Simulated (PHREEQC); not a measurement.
Model water analysis in mg/kgw, 25 °C, pH 3.79, pe 10.8: Na 17.3; K 0.277; Ca 58.6; Mg 31.8; Cl 42.5; S(6) as SO4 264; Fe(3) 0.0472; Pb 6.65; Mn(2) 0.07.

Valence states are taken as typed.

All values are PHREEQC results (ion-association model, phreeqc.dat), not measurements.

| quantity | before | after |
|---|---|---|
| ionic strength (mol/kgw) | 0.0102 | 0.0190 |
| SO4-2 (mol/kgw) | 0.00224 | 0.00414 |
| Ca+2 (mol/kgw) | 0.00124 | 0.00232 |
| MgSO4 (mol/kgw) | 0.000248 | 0.000667 |
| CaSO4 (mol/kgw) | 0.000219 | 0.000596 |
| SI of Anglesite (PbSO4) | +0.09 | +0.48 |
| SI of Gypsum (CaSO4:2H2O) | -1.33 | -0.89 |

Problem. What was changed between the two runs?
(A) Pb from 6.65 to 20 mg/kgw
(B) temperature from 25 to 65 °C at the same typed pH
(C) all concentrations times 2 at the same typed pH

Solution. C, all concentrations times 2 at the same typed pH

Precipitation was switched off in this run. Some of these states are supersaturated (in Anglesite, Hematite (slow to form), for instance).
